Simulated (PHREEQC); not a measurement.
Make-up at 25 °C: 0.79 mol KCl, 0.23 mol K2SO4 and 1.8 mol MgCl2 per kg of water. Closed to the air; pH follows from the charge balance.

All values are PHREEQC results (Pitzer model, pitzer.dat), not measurements.

Precipitation was switched off in this run.

Problem. Predict the activity of water.

Solution. activity of water 0.828.
